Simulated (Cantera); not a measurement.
**B2H6 + H2O + H2 (boron, boron nitride and boron oxide)**

A closed system holds: 1 mol B2H6, 0.15 mol H2O, 2.9 mol H2, at 16.0 mbar.

Method: chemical equilibrium by Gibbs-energy minimisation in Cantera with the NASA 1993 tables (ideal gas, pure condensed phases). Candidate condensed phases: B, B2O3, B3O3H3, H2O; 23 gas species. The feed counts by its element totals alone. Mutual solubility and eutectic melting of coexisting phases are not modelled. Equilibrium is a limit: real reactors are often held back by kinetics, nucleation or transport.

From 1173 K to 1448 K the condensed part is B(s) + B2O3(l). From 1473 K to 1498 K the condensed part is B(s). The main B-bearing gas is B3O3H3 at 1173 K and HBO at 1498 K.

```json
[
 {"T (K)": "1173", "x H2": "0.999", "x HBO": "0.000290", "x B2O2": "1.96e-6", "x B3O3H3": "0.000859", "x B2O3": "2.33e-7", "x HBO2": "2.74e-6", "x H": "9.32e-7", "n B(s)": "1.89", "n B2O3(l)": "0.0442"},
 {"T (K)": "1198", "x H2": "0.999", "x HBO": "0.000451", "x B2O2": "4.26e-6", "x B3O3H3": "0.000865", "x B2O3": "5.39e-7", "x HBO2": "4.69e-6", "x H": "1.50e-6", "n B(s)": "1.89", "n B2O3(l)": "0.0438"},
 {"T (K)": "1223", "x H2": "0.998", "x HBO": "0.000689", "x B2O2": "8.95e-6", "x B3O3H3": "0.000870", "x B2O3": "1.20e-6", "x HBO2": "7.85e-6", "x H": "2.38e-6", "n B(s)": "1.89", "n B2O3(l)": "0.0433"},
 {"T (K)": "1248", "x H2": "0.998", "x HBO": "0.00103", "x B2O2": "1.82e-5", "x B3O3H3": "0.000874", "x B2O3": "2.59e-6", "x HBO2": "1.29e-5", "x H": "3.69e-6", "n B(s)": "1.89", "n B2O3(l)": "0.0425"},
 {"T (K)": "1273", "x H2": "0.998", "x HBO": "0.00152", "x B2O2": "3.60e-5", "x B3O3H3": "0.000877", "x B2O3": "5.42e-6", "x HBO2": "2.06e-5", "x H": "5.63e-6", "n B(s)": "1.89", "n B2O3(l)": "0.0414"},
 {"T (K)": "1298", "x H2": "0.997", "x HBO": "0.00222", "x B2O2": "6.92e-5", "x B3O3H3": "0.000878", "x B2O3": "1.10e-5", "x HBO2": "3.25e-5", "x H": "8.46e-6", "n B(s)": "1.89", "n B2O3(l)": "0.0397"},
 {"T (K)": "1323", "x H2": "0.996", "x HBO": "0.00317", "x B2O2": "0.000130", "x B3O3H3": "0.000878", "x B2O3": "2.17e-5", "x HBO2": "5.02e-5", "x H": "1.25e-5", "n B(s)": "1.89", "n B2O3(l)": "0.0374"},
 {"T (K)": "1348", "x H2": "0.994", "x HBO": "0.00447", "x B2O2": "0.000238", "x B3O3H3": "0.000876", "x B2O3": "4.17e-5", "x HBO2": "7.62e-5", "x H": "1.82e-5", "n B(s)": "1.88", "n B2O3(l)": "0.0341"},
 {"T (K)": "1373", "x H2": "0.992", "x HBO": "0.00623", "x B2O2": "0.000425", "x B3O3H3": "0.000873", "x B2O3": "7.83e-5", "x HBO2": "0.000114", "x H": "2.62e-5", "n B(s)": "1.88", "n B2O3(l)": "0.0294"},
 {"T (K)": "1398", "x H2": "0.989", "x HBO": "0.00856", "x B2O2": "0.000743", "x B3O3H3": "0.000868", "x B2O3": "0.000143", "x HBO2": "0.000167", "x H": "3.72e-5", "n B(s)": "1.87", "n B2O3(l)": "0.0228"},
 {"T (K)": "1423", "x H2": "0.986", "x HBO": "0.0116", "x B2O2": "0.00127", "x B3O3H3": "0.000861", "x B2O3": "0.000256", "x HBO2": "0.000243", "x H": "5.21e-5", "n B(s)": "1.87", "n B2O3(l)": "0.0134"},
 {"T (K)": "1448", "x H2": "0.980", "x HBO": "0.0156", "x B2O2": "0.00214", "x B3O3H3": "0.000852", "x B2O3": "0.000449", "x HBO2": "0.000347", "x H": "7.22e-5", "n B(s)": "1.85", "n B2O3(l)": "1.52e-5"},
 {"T (K)": "1473", "x H2": "0.980", "x HBO": "0.0167", "x B2O2": "0.00229", "x B3O3H3": "0.000442", "x B2O3": "0.000402", "x HBO2": "0.000317", "x H": "9.90e-5", "n B(s)": "1.85", "n B2O3(l)": "0"},
 {"T (K)": "1498", "x H2": "0.979", "x HBO": "0.0175", "x B2O2": "0.00234", "x B3O3H3": "0.000221", "x B2O3": "0.000340", "x HBO2": "0.000280", "x H": "0.000134", "n B(s)": "1.85", "n B2O3(l)": "0"}
]
```
x: gas mole fraction; n: condensed amount in mol.
